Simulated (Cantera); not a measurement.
A closed system holds: 1 mol CuO, 0.89 mol CO, equilibrated at 1627 °C and 1330 Pa.

Method: chemical equilibrium by Gibbs-energy minimisation in Cantera with the NASA 1993 tables (ideal gas, pure condensed phases). The numbers say what is thermodynamically allowed, not how fast it happens.

| species | before | after |
|---|---|---|
| CO2 | 0.804 | 0.991 |
| CO | 0.0158 | 0.00650 |
| O2 | 0.0580 | 0.00225 |
| Cu | 0.121 | 0.000521 |
| Cu2 | 0.000349 | 1.50e-6 |
| CuO | 0.000399 | 5.15e-6 |
| O | 0.000622 | 8.04e-6 |
| Cu(l), mol | 0.867 | 0.776 |
| Cu2O(l), mol | 0 | 0.112 |
Gas species are given as mole fractions.

Problem. Which change was made?
A. pressure from 1330 Pa to 13300 Pa
B. pressure from 1330 Pa to 44000 Pa
C. pressure from 1330 Pa to 310000 Pa
D. temperature from 1627 °C to 1925 °C

Solution. C, pressure from 1330 Pa to 310000 Pa. Each liquid is taken as pure. Mutual solubility and eutectic melting of coexisting phases are not modelled
